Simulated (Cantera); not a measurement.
Feed: 1 mol PbO, 2900 mol H₂, equilibrated at 5.20 bar.

Method: chemical equilibrium by Gibbs-energy minimisation in Cantera with the NASA 1993 tables (ideal gas, pure condensed phases). Candidate condensed phases: H₂O, Pb, PbO, PbO₂, Pb₃O₄; 12 gas species. Kinetics and transport are ignored.

x: gas mole fraction; n: condensed amount in mol.

| T (K) | x H₂ | x H₂O | x Pb | x H | x Pb₂ | x OH | n Pb(l) |
|---|---|---|---|---|---|---|---|
| 1123 | 1.000 | 0.000345 | 3.51e-5 | (withheld) | 5.64e-10 | <1e-12 | 0.898 |
| 1173 | 1.000 | 0.000345 | 8.11e-5 | (withheld) | 2.28e-9 | <1e-12 | 0.765 |
| 1223 | 0.999 | 0.000345 | 0.000175 | (withheld) | 8.19e-9 | <1e-12 | 0.494 |
| 1273 | 0.999 | 0.000345 | 0.000345 | (withheld) | 2.53e-8 | 1.24e-12 | 0 |
| 1323 | 0.999 | 0.000345 | 0.000345 | (withheld) | 2.03e-8 | 3.47e-12 | 0 |
| 1373 | 0.999 | 0.000345 | 0.000345 | (withheld) | 1.66e-8 | 8.99e-12 | 0 |
| 1423 | 0.999 | 0.000345 | 0.000345 | (withheld) | 1.38e-8 | 2.18e-11 | 0 |
| 1473 | 0.999 | 0.000345 | 0.000345 | (withheld) | 1.15e-8 | 4.98e-11 | 0 |
| 1523 | 0.999 | 0.000345 | 0.000345 | (withheld) | 9.79e-9 | 1.08e-10 | 0 |
| 1573 | 0.999 | 0.000345 | 0.000345 | (withheld) | 8.38e-9 | 2.22e-10 | 0 |
| 1623 | 0.999 | 0.000345 | 0.000345 | (withheld) | 7.25e-9 | 4.38e-10 | 0 |
| 1673 | 0.999 | 0.000345 | 0.000345 | (withheld) | 6.32e-9 | 8.28e-10 | 0 |
| 1723 | 0.999 | 0.000345 | 0.000345 | (withheld) | 5.55e-9 | 1.51e-9 | 0 |
| 1773 | 0.999 | 0.000345 | 0.000345 | (withheld) | 4.90e-9 | 2.67e-9 | 0 |

### Question
Complete the blanks.

### Answer

- 1123, x H: 1.87e-8
- 1173, x H: 5.17e-8
- 1223, x H: 1.32e-7
- 1273, x H: 3.13e-7
- 1323, x H: 6.95e-7
- 1373, x H: 1.46e-6
- 1423, x H: 2.91e-6
- 1473, x H: 5.55e-6
- 1523, x H: 1.01e-5
- 1573, x H: 1.78e-5
- 1623, x H: 3.03e-5
- 1673, x H: 4.99e-5
- 1723, x H: 7.99e-5
- 1773, x H: 0.000125
